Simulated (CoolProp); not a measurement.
Vapour-liquid equilibrium of R143a (1) + R134a (2) at 246.6 K; x and y are mole fractions of (1).

Values from CoolProp's multi-fluid Helmholtz-energy mixture model, Lemmon and Jacobsen 2000 and Tillner-Roth 1994; pair parameters Lemmon 2004.

```csv
x,"bubble pressure, mixture model (MPa)","bubble pressure, Raoult's law (MPa)","y, mixture model","y, Raoult's law"
0.05,0.1063,0.1065,0.111,0.116
0.125,0.1171,0.1175,0.253,0.262
0.2,0.1280,0.1286,0.372,0.383
0.275,0.1389,0.1396,0.472,0.485
0.35,0.1499,0.1506,0.559,0.572
0.425,0.1608,0.1617,0.634,0.647
0.5,0.1718,0.1727,0.700,0.713
0.575,0.1829,0.1837,0.759,0.771
0.65,0.1939,0.1948,0.811,0.822
0.725,0.2050,0.2058,0.859,0.868
0.8,0.2162,0.2168,0.902,0.909
0.875,0.2274,0.2279,0.941,0.946
0.95,0.2387,0.2389,0.977,0.979
```

The largest gap from Raoult's law is -0.6 % in bubble pressure, at x = 0.425. No azeotrope shows between x = 0.05 and 0.95.

Pair parameters are fitted to limited data, so mixtures are less certain than the pure fluids.
